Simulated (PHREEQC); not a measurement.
A solution holds 0.046 mol/kgw HF, 0.031 mol/kgw NaF, 6.5e-05 mol/kgw H4SiO4 and 0.00024 mol/kgw H3PO4, at 25 °C. Closed to the air; pH follows from the charge balance.

The numbers come from PHREEQC with the ion-association model, phreeqc.dat.

| quantity | before | after |
|---|---|---|
| pH | 2.93 | 3.16 |
| ionic strength (mol/kgw) | 0.0321 | 0.0316 |
| HF (mol/kgw) | 0.0403 | 0.0405 |
| F- (mol/kgw) | 0.0274 | 0.0265 |
| HF2- (mol/kgw) | 0.00425 | 0.00468 |
| NaF (mol/kgw) | 0.000342 | 0.000325 |

Task: Which change was made?
A) NaF from 0.031 to 0.062 mol/kgw
B) 0.00065 mol/kgw KCl added
C) temperature from 25 to 55 °C
D) NaF from 0.031 to 0.31 mol/kgw
E) HF left out

Result: C, temperature from 25 to 55 °C

No solid was allowed to form. Constants without temperature data keep their 25 °C values here. SiF6-2 is the database's only silicon fluoride.
